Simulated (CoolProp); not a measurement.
Vapour-liquid equilibrium of ethylene (1) + ethane (2) at 0.0524 MPa; x and y are mole fractions of (1).

The numbers come from the multi-fluid Helmholtz-energy mixture model, Smukala 2000 and Bücker 2006; pair parameters Bell 2016 in CoolProp.

```tsv
x	bubble temperature, mixture model (K)	bubble temperature, Raoult's law (K)	y, mixture model	y, Raoult's law
0.05	171.7	172.1	0.130	0.113
0.125	169.9	170.6	0.281	0.259
0.2	168.4	169.1	0.399	0.382
0.275	167.2	167.9	…	0.486
0.35	166.0	166.6	0.575	0.575
0.425	165.0	165.5	0.645	0.651
0.5	164.1	164.5	0.707	0.718
0.575	163.2	163.5	0.763	0.776
0.65	162.4	162.6	…	0.827
0.725	161.6	161.7	…	0.872
0.8	160.8	160.9	0.904	0.913
0.875	160.1	160.1	0.943	0.948
0.95	159.4	159.4	…	0.980
```

Some entries are withheld; supply them.


- 0.275, y, mixture model: 0.494
- 0.65, y, mixture model: 0.814
- 0.725, y, mixture model: 0.861
- 0.95, y, mixture model: 0.978

The largest gap from Raoult's law is -0.7 K in bubble temperature, at x = 0.2. No azeotrope shows between x = 0.05 and 0.95.

Pair parameters are fitted to limited data, so mixtures are less certain than the pure fluids.
